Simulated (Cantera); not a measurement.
What does this Cantera script print?

```python
import numpy as np
import cantera as ct

gas_names = """
    CL CL2 H HCL H2 Si SiCL SiCL2 SiCL3 SiCL4 SiH SiHCL3 SiH2 SiH2CL2 SiH3 SiH3CL SiH4 Si2 Si3
""".split()
cond_names = """
    Si(cr) Si(L)
""".split()


# ... load() reads the species with a 1 bar reference pressure and builds the phases ...
atoms = {
    'Si': {'Si': 1},
    'HCl': {'H': 1, 'CL': 1},
    'H2': {'H': 2},
}
top_T = {}  # K; cautious upper limits of use, not melting points


# ... equilibrate(T, P, feed) seeds the gas with the atoms and calls Mixture.equilibrate('TP', solver="vcs", rtol=1e-11, max_steps=5000) ...
results = []
T = 1550  # K
P = 101325  # Pa
for m in [1.1, 3.3, 5.4, 7.6, 9.8, 12, 14]:
    feed = {'Si': 1, 'HCl': 0.61, 'H2': m}  # mol
    mix = equilibrate(T, P, feed)
    results.append((T, P, feed, dict(zip(mix.species_names, mix.species_moles))))

top = {s: max(r[3][s] / sum(r[3][g] for g in gas_names) for r in results) for s in gas_names}
cols = sorted((s for s in top if top[s] > 0.001), key=lambda s: -top[s])[:9]
seen = [c for c in cond_names if any(r[3].get(c, 0) > 1e-12 for r in results)]
print("log10 of partial pressures in bar; condensed amounts in mol")
print(f"{'n(H2)':>10s}" + "".join(f"{s[:9]:>10s}" for s in cols + seen))
for T, P, feed, n in results:
    ng = sum(n[g] for g in gas_names)
    print(f"{feed['H2']:10.4g}" + "".join(f"{np.log10(max(n[s] / ng * P / 1e5, 1e-99)):10.3f}" for s in cols)
          + "".join(f"{n.get(c, 0):10.4g}" for c in seen))
```

Result:

```
log10 of partial pressures in bar; condensed amounts in mol
     n(H2)        H2       HCL     SiCL2     SiCL3     SiCL4    SiHCL3   SiH2CL2    Si(cr)
       1.1    -0.103    -0.911    -1.197    -1.795    -1.949    -2.051    -2.940    0.8345
       3.3    -0.047    -1.086    -1.602    -2.402    -2.758    -2.630    -3.289    0.8711
       5.4    -0.031    -1.199    -1.844    -2.766    -3.243    -2.985    -3.515    0.8936
       7.6    -0.022    -1.290    -2.035    -3.053    -3.626    -3.268    -3.698    0.9101
       9.8    -0.017    -1.364    -2.189    -3.284    -3.934    -3.497    -3.847    0.9221
        12    -0.013    -1.428    -2.319    -3.479    -4.194    -3.690    -3.973    0.9313
        14    -0.011    -1.478    -2.422    -3.633    -4.400    -3.843    -4.073     0.938
```

These are equilibrium values from Cantera (NASA tables, ideal gas, pure condensed phases), not measurements of a reactor. The tables' values for SiCl3 are old estimates; treat these amounts as uncertain.
